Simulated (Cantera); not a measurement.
**Reactions in the system C-Na-O**

Source: NASA polynomial tables (part measured, part estimated), evaluated in Cantera. Values are per mole of reaction as written; species without (g) are pure solids or liquids, kept so even where they would boil at 1 bar.

Na2CO3 → CO(g) + 2 Na(g) + O2(g)

```csv
T (K),ΔH° (kJ),ΔS° (J/K),ΔG° (kJ),log10 K
748,1214.3,534.7,814.4,-56.87
798,1212.2,531.9,787.7,-51.56
848,1209.8,529.0,761.2,-46.89
898,1207.0,525.8,734.8,-42.74
948,1204.0,522.6,708.6,-39.04
998,1200.7,519.2,682.6,-35.72
1048,1197.1,515.6,656.7,-32.73
1098,1193.2,512.0,631.0,-30.02
```

O(g) + CO2(g) + 2 Na → Na2CO3

```
T (K)  ΔH° (kJ)  ΔS° (J/K)  ΔG° (kJ)  log10 K
-----  --------  ---------  --------  -------
748      -981.7     -337.2    -729.5    50.94
798      -980.7     -335.9    -712.7    46.65
848      -979.4     -334.4    -695.9    42.86
898      -977.9     -332.6    -679.2    39.51
948      -976.0     -330.5    -662.6    36.51
998      -973.8     -328.3    -646.2    33.82
1048     -971.4     -325.9    -629.8    31.39
1098     -968.6     -323.4    -613.6    29.19
```
